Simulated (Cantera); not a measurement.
An adiabatic, constant-pressure homogeneous reactor starts with 15.2 % CH4, 17.9 % O2, 67.0 % N2, equivalence ratio 1.7, at 1673 K and 9.87 atm.

Computed with Cantera and GRI-Mech 3.0 (53 species, 325 reactions).

One state of this run: T (K) = 2846; x CH4 = 8.08e-11; x O2 = 0.000142; x O = 0.000245; x CH3 = 1.24e-10; x C2H = <1e-12. x: mole fraction; the columns are a selection and need not sum to one.

Which value of t (s) does it belong to?
A. 3.00e-6
B. 8.22e-6
C. 6.16e-5
D. 0.000169

D, 0.000169
